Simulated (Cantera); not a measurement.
A perfectly stirred reactor is fed with H2 : O2 : N2 = 1 : 0.312 : 1.69 (molar parts), equivalence ratio 1.6, at 1.01 bar; it is adiabatic with a 773 K inlet, and is followed from long to short residence time, starting on the burning branch (τ in s: 0.038, 0.018, 0.0082, 0.0038, 0.0017, 0.0008, 0.00037, 0.00017, 7.9e-05, 3.6e-05, 1.7e-05, 7.8e-06).

Model: the H2/O2 subset of GRI-Mech 3.0, which has no nitrogen chemistry, integrated in Cantera.

x: mole fraction; the columns are a selection and need not sum to one.

```json
[
 {"τ (s)": "0.038", "T (K)": "2259", "x H2": "0.137", "x O2": "6.28e-5", "x H2O": "0.229", "x HO2": "___", "x H2O2": "1.05e-8", "x O": "5.22e-5", "x OH": "0.00162"},
 {"τ (s)": "0.018", "T (K)": "2243", "x H2": "0.136", "x O2": "0.000107", "x H2O": "0.228", "x HO2": "___", "x H2O2": "1.67e-8", "x O": "9.16e-5", "x OH": "0.00211"},
 {"τ (s)": "0.0082", "T (K)": "2216", "x H2": "0.135", "x O2": "0.000191", "x H2O": "0.227", "x HO2": "___", "x H2O2": "2.72e-8", "x O": "0.000174", "x OH": "0.00284"},
 {"τ (s)": "0.0038", "T (K)": "2179", "x H2": "0.133", "x O2": "0.000343", "x H2O": "0.225", "x HO2": "___", "x H2O2": "4.37e-8", "x O": "0.000327", "x OH": "0.00375"},
 {"τ (s)": "0.0017", "T (K)": "2124", "x H2": "0.130", "x O2": "0.000629", "x H2O": "0.222", "x HO2": "___", "x H2O2": "7.17e-8", "x O": "0.000618", "x OH": "0.00486"},
 {"τ (s)": "0.00080", "T (K)": "2056", "x H2": "0.127", "x O2": "0.00109", "x H2O": "0.218", "x HO2": "___", "x H2O2": "1.16e-7", "x O": "0.00107", "x OH": "0.00593"},
 {"τ (s)": "0.00037", "T (K)": "1966", "x H2": "0.124", "x O2": "0.00185", "x H2O": "0.213", "x HO2": "___", "x H2O2": "1.97e-7", "x O": "0.00175", "x OH": "0.00682"},
 {"τ (s)": "0.00017", "T (K)": "1856", "x H2": "0.120", "x O2": "0.00306", "x H2O": "0.207", "x HO2": "___", "x H2O2": "3.48e-7", "x O": "0.00265", "x OH": "0.00724"},
 {"τ (s)": "7.9e-5", "T (K)": "1731", "x H2": "0.117", "x O2": "0.00502", "x H2O": "0.201", "x HO2": "___", "x H2O2": "6.15e-7", "x O": "0.00362", "x OH": "0.00700"},
 {"τ (s)": "3.6e-5", "T (K)": "1591", "x H2": "0.117", "x O2": "0.00888", "x H2O": "0.190", "x HO2": "___", "x H2O2": "1.04e-6", "x O": "0.00454", "x OH": "0.00607"},
 {"τ (s)": "1.7e-5", "T (K)": "1442", "x H2": "0.133", "x O2": "0.0182", "x H2O": "0.170", "x HO2": "___", "x H2O2": "1.50e-6", "x O": "0.00508", "x OH": "0.00465"},
 {"τ (s)": "7.8e-6", "T (K)": "773", "x H2": "0.333", "x O2": "0.104", "x H2O": "<1e-12", "x HO2": "<1e-12", "x H2O2": "<1e-12", "x O": "<1e-12", "x OH": "<1e-12"}
]
```

### Question
What belongs in the gaps?

### Answer

- 0.038, x HO2: 3.70e-8
- 0.018, x HO2: 6.71e-8
- 0.0082, x HO2: 1.26e-7
- 0.0038, x HO2: 2.25e-7
- 0.0017, x HO2: 4.00e-7
- 0.00080, x HO2: 6.72e-7
- 0.00037, x HO2: 1.13e-6
- 0.00017, x HO2: 1.95e-6
- 7.9e-5, x HO2: 3.45e-6
- 3.6e-5, x HO2: 6.85e-6
- 1.7e-5, x HO2: 1.60e-5
